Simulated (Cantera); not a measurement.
A closed system holds: 1 mol Si₂Cl₆, 0.011 mol Cl₂, 97 mol N₂, at 1100 °C.

Method: chemical equilibrium by Gibbs-energy minimisation in Cantera with the NASA 1993 tables (ideal gas, pure condensed phases). Candidate condensed phases: Si, Si₃N₄; 13 gas species. The feed counts by its element totals alone. N₂ is the only nitrogen source here; it is nearly inert below about 1500 K, so the nitride shown seldom forms there in practice. Equilibrium is a limit: real reactors are often held back by kinetics, nucleation or transport.

Problem. What share of the Si ends up in condensed phases as a function of P (Pa), at 100, 350, 1300, 4500, 16000, 56000, 200000?

Solution. 
| P (Pa) | Si condensed (%) | as |
|---|---|---|
| 100 | 0.0 | - |
| 350 | 0.0 | - |
| 1300 | 3.6 | Si₃N₄(s) |
| 4500 | 14.7 | Si₃N₄(s) |
| 16000 | 20.1 | Si₃N₄(s) |
| 56000 | 22.5 | Si₃N₄(s) |
| 200000 | 23.6 | Si₃N₄(s) |
